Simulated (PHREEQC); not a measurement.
Make-up at 25 °C: 0.0013 mol (NH4)2SO4, 0.0051 mol NaHSO4 and 9.2e-05 mol KH2PO4 per kg of water. Closed to the air; pH follows from the charge balance.

Model: ion-association model, phreeqc.dat, run in PHREEQC.

Precipitation was switched off in this run.

Q: Order these S species by the share of S that they hold, largest first: SO4-2, HSO4-, NaSO4-, NH4SO4-.

A: SO4-2 (79 %), HSO4- (18 %), NH4SO4- (1.5 %), NaSO4- (1.2 %)

The pH is 2.46 and the ionic strength 0.0165 mol/kgw. Species that the database lacks are ignored.
